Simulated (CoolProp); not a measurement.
A single-stage vapour-compression cycle with the fluid: evaporating at 283.15 K (dew point), condensing at 349.15 K (bubble point), superheat 10 K, subcooling 0 K, compressor efficiency 0.8, no pressure losses. The same conditions are run with several fluids, on thermodynamics alone (safety and materials aside).

The numbers come from the reference Helmholtz-energy equation of state of each fluid (R1336mzz(E): Akasaka 2023; chloromethane (R40): Thol 2014; R1336mzz(Z): McLinden 2020; cyclopropane: Polt 1992; fluoroethane (R161): Wu 2012; propylene: Lemmon 2013) in CoolProp. The equations of Platzer and Polt are older, rougher fits.

Task: Rank R1336mzz(E), chloromethane (R40), R1336mzz(Z), cyclopropane, fluoroethane (R161), propylene by cooling COP, highest first.

Result: chloromethane (R40) (2.58), cyclopropane (2.44), R1336mzz(Z) (2.36), fluoroethane (R161) (2.21), R1336mzz(E) (2.11), propylene (1.90)

| fluid | pressure ratio | discharge temperature (K) | refrigerating effect (kJ/kg) | volumetric capacity (kJ/m³) |
|---|---|---|---|---|
| R1336mzz(E) | 7.81 | 350.6 | 76.2 | 593 |
| chloromethane (R40) | 5.56 | 431.7 | 289 | 2350 |
| R1336mzz(Z) | 9.82 | 349.6 | 100 | 272 |
| cyclopropane | 4.95 | 385.9 | 278 | 2480 |
| fluoroethane (R161) | 5.05 | 388.5 | 215 | 2850 |
| propylene | 4.43 | 378.3 | 182 | 2810 |
